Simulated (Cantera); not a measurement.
Input: 1 mol B2O3, 6.5 mol Cl2, 23 mol N2, equilibrated at 925 K and 0.0255 Torr.

Cantera equilibrium calculation (NASA polynomials, part measured and part estimated; ideal gas, pure solids and liquids). Candidate condensed phases: B, BN, B2O3; 25 gas species. Kinetics and transport are ignored.

Base state: N2 0.776, Cl2 0.215, Cl 0.00919 (mole fractions); condensed: B2O3(l).

Q: What changes in the equilibrium state with this change: Cl2 from 6.5 to 2.7 mol?

A: 
```json
[
 {"species": "N2", "before": "0.776", "after": "0.892"},
 {"species": "Cl2", "before": "0.215", "after": "0.102"},
 {"species": "Cl", "before": "0.00919", "after": "0.00632"},
 {"species": "B2O3(l), mol", "before": "1.000", "after": "1.000"}
]
```
